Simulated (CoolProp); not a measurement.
Vapour-liquid equilibrium of R134a (1) + R227EA (2) at 152 kPa; x and y are mole fractions of (1).

Model: multi-fluid Helmholtz-energy mixture model, Tillner-Roth 1994 and Lemmon 2016; pair parameters Bell 2016, in CoolProp.

```json
[
 {"x": "0.05", "bubble temperature, mixture model (°C)": "-7.4", "bubble temperature, Raoult's law (°C)": "-7.2", "y, mixture model": "0.081", "y, Raoult's law": "0.074"},
 {"x": "0.2", "bubble temperature, mixture model (°C)": "-9.8", "bubble temperature, Raoult's law (°C)": "-9.0", "y, mixture model": "0.288", "y, Raoult's law": "0.275"},
 {"x": "0.35", "bubble temperature, mixture model (°C)": "-11.7", "bubble temperature, Raoult's law (°C)": "-10.7", "y, mixture model": "0.457", "y, Raoult's law": "0.450"},
 {"x": "0.5", "bubble temperature, mixture model (°C)": "-13.3", "bubble temperature, Raoult's law (°C)": "-12.2", "y, mixture model": "0.599", "y, Raoult's law": "0.603"},
 {"x": "0.65", "bubble temperature, mixture model (°C)": "-14.6", "bubble temperature, Raoult's law (°C)": "-13.7", "y, mixture model": "0.726", "y, Raoult's law": "0.739"},
 {"x": "0.8", "bubble temperature, mixture model (°C)": "-15.7", "bubble temperature, Raoult's law (°C)": "-15.1", "y, mixture model": "0.843", "y, Raoult's law": "0.859"},
 {"x": "0.95", "bubble temperature, mixture model (°C)": "-16.6", "bubble temperature, Raoult's law (°C)": "-16.4", "y, mixture model": "0.960", "y, Raoult's law": "0.967"}
]
```

The largest gap from Raoult's law is -1.1 K in bubble temperature, at x = 0.5. No azeotrope shows between x = 0.05 and 0.95.

Pair parameters are fitted to limited data, so mixtures are less certain than the pure fluids.
